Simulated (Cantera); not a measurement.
Mixture: CO : H2 : CH4 : O2 : N2 = 1 : 0.074 : 0.37 : 0.798 : 3 (molar parts), equivalence ratio 1.6, at 1.20 bar, adiabatic and at constant volume. Ignition delay is the time to a rise of 400 K.

Cantera simulation using GRI-Mech 3.0 (53 species, 325 reactions); the numbers are that mechanism's predictions, not measurements. Below about 1000 K GRI-Mech 3.0 lacks low-temperature oxidation paths. Below about 950 K walls govern HO2 and H2O2 in real vessels.

### Question
Predict: delay at 923 K; delay at 973 K; delay at 1023 K; delay at 1073 K; delay at 1123 K; delay at 1173 K; delay at 1223 K; apparent activation energy between 1123 and 1223 K.

### Answer
```json
{
 "delay at 923 K": "0.134 s",
 "delay at 973 K": "83.7 ms",
 "delay at 1023 K": "54.3 ms",
 "delay at 1073 K": "33.4 ms",
 "delay at 1123 K": "19.8 ms",
 "delay at 1173 K": "11.5 ms",
 "delay at 1223 K": "6.68 ms",
 "apparent activation energy between 1123 and 1223 K": "120 kJ/mol"
}
```
